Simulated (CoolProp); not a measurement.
Aqueous ethanol as a coolant, at 27 °C, 1 atm.

Computed with CoolProp (Melinder's fits for secondary coolants).

| mass % | freezing point (°C) | Prandtl number | conductivity (W/(m K)) | viscosity (mPa s) | cp (kJ/(kg K)) |
|---|---|---|---|---|---|
| 4.3 | -1.7 | 7.35 | 0.578 | [?] | [?] |
| 11.5 | -5.2 | 10.7 | 0.527 | 1.32 | 4.293 |
| 18.6 | -10.0 | [?] | 0.481 | 1.64 | 4.321 |
| 25.8 | -16.2 | 18.9 | 0.439 | [?] | 4.281 |
| 33 | -23.0 | 22.3 | 0.399 | 2.13 | 4.187 |
| 40.2 | [?] | 24.9 | 0.363 | 2.23 | 4.062 |
| 47.4 | -35.7 | [?] | 0.330 | 2.24 | 3.927 |

### Question
What belongs in the gaps?

### Answer

- 4.3, viscosity (mPa s): 1.01
- 4.3, cp (kJ/(kg K)): 4.212
- 18.6, Prandtl number: 14.8
- 25.8, viscosity (mPa s): 1.93
- 40.2, freezing point (°C): -29.7
- 47.4, Prandtl number: 26.7
